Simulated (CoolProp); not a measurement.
Vapour-liquid equilibrium of p-xylene (1) + n-nonane (2) at 38.2 kPa; x and y are mole fractions of (1).

Model: multi-fluid Helmholtz-energy mixture model, Zhou 2012 and Lemmon 2006; pair parameters Bell 2016, in CoolProp.

Problem. Give the bubble temperature and the first vapour's composition at x = 0.35, 0.875, 0.95. Is there an azeotrope?

Solution. x = 0.35: 385.4 K, y = 0.442; x = 0.875: 379.6 K, y = 0.909; x = 0.95: 378.9 K, y = 0.965. No azeotrope shows between x = 0.05 and 0.95.

Pair parameters are fitted to limited data, so mixtures are less certain than the pure fluids.
